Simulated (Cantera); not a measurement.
Cantera run, input and output.

```python
import numpy as np
import cantera as ct

gas = ct.Solution("gri30.yaml")
gas.TPX = 400, 300000, {'CH4': 1, 'O2': 4.26, 'N2': 16}
inlet = ct.Reservoir(gas, clone=True)
gas.equilibrate("HP")  # start burning
reactor = ct.IdealGasConstPressureReactor(gas, energy="on", clone=False)
exhaust = ct.Reservoir(gas, clone=True)
tau = [0.02, 0.0091, 0.0042, 0.0019, 0.00087, 0.0004, 0.00018, 8.3e-05, 3.8e-05, 1.7e-05, 7.9e-06, 3.6e-06][0]
for a, b in ((inlet, reactor), (reactor, exhaust)):
    ct.MassFlowController(a, b, mdot=lambda t: reactor.mass / tau)
net = ct.ReactorNet([reactor])
show = ['CH4', 'O2', 'HO2', 'H2O', 'CO', 'CO2']

rows = []
print(f"{'tau/s':>10s}{'T/K':>9s}" + "".join(f"{s:>11s}" for s in show))
for tau in [0.02, 0.0091, 0.0042, 0.0019, 0.00087, 0.0004, 0.00018, 8.3e-05, 3.8e-05, 1.7e-05, 7.9e-06, 3.6e-06]:
    net.initial_time = 0.0
    net.advance(30 * tau)
    before = gas.X
    net.advance(40 * tau)
    drift = np.max(np.abs(gas.X - before) / (gas.X + 1e-9))
    rows.append([gas.T, *gas[show].X, drift])
    print(f"{tau:10.3e}{gas.T:9.1f}" + "".join(f"{x:11.3e}" for x in gas[show].X))
```

Result:

```
     tau/s      T/K        CH4         O2        HO2        H2O         CO        CO2
 2.000e-02   1492.6  8.247e-05  1.068e-01  9.681e-06  9.364e-02  8.777e-04  4.603e-02
 9.100e-03   1484.3  1.515e-04  1.073e-01  1.708e-05  9.337e-02  1.650e-03  4.515e-02
 4.200e-03   1466.8  3.054e-04  1.084e-01  3.136e-05  9.283e-02  3.313e-03  4.326e-02
 1.900e-03    400.0  4.704e-02  2.004e-01  5.228e-20  4.453e-16  6.599e-17  1.567e-16
 8.700e-04    400.0  4.704e-02  2.004e-01  1.007e-22  8.574e-19  1.271e-19  3.017e-19
 4.000e-04    400.0  4.704e-02  2.004e-01  6.363e-24  5.416e-20  8.026e-21  1.906e-20
 1.800e-04    400.0  4.704e-02  2.004e-01  4.037e-25  3.421e-21  5.070e-22  1.204e-21
 8.300e-05    400.0  4.704e-02  2.004e-01  2.634e-26  2.161e-22  3.202e-23  7.603e-23
 3.800e-05    400.0  4.704e-02  2.004e-01  2.049e-27  1.365e-23  2.023e-24  4.803e-24
 1.700e-05    400.0  4.704e-02  2.004e-01  3.015e-28  8.622e-25  1.278e-25  3.034e-25
 7.900e-06    400.0  4.704e-02  2.004e-01  9.902e-29  5.446e-26  8.071e-27  1.916e-26
 3.600e-06    400.0  4.704e-02  2.004e-01  4.270e-29  3.440e-27  5.098e-28  1.210e-27
```

Computed with Cantera and GRI-Mech 3.0 (53 species, 325 reactions).
